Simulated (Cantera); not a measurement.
A freely propagating, adiabatic, planar premixed flame of 41.2 % H2, 14.7 % O2, 44.1 % N2, unburnt at 700 K and 790000 Pa; multicomponent transport, grid criteria slope 0.08 and curve 0.16, no radiation.

Model: the H2/O2 subset of GRI-Mech 3.0, which has no nitrogen chemistry, integrated in Cantera. The hydrogen kinetics of GRI-Mech 3.0 are dated; newer H2 mechanisms differ, most at raised pressure. Burning velocities carry a grid error of a few per cent, more on coarse grids.

### Question
Predict: laminar burning velocity; thermal thickness; peak x(OH); peak x(HO2); peak x(H); peak x(O).

### Answer
| Item | Value |
|---|---|
| laminar burning velocity | 1390 cm/s |
| thermal thickness | 0.0326 mm |
| peak x(OH) | 0.0186 |
| peak x(HO2) | 0.00120 |
| peak x(H) | 0.0629 |
| peak x(O) | 0.00701 |
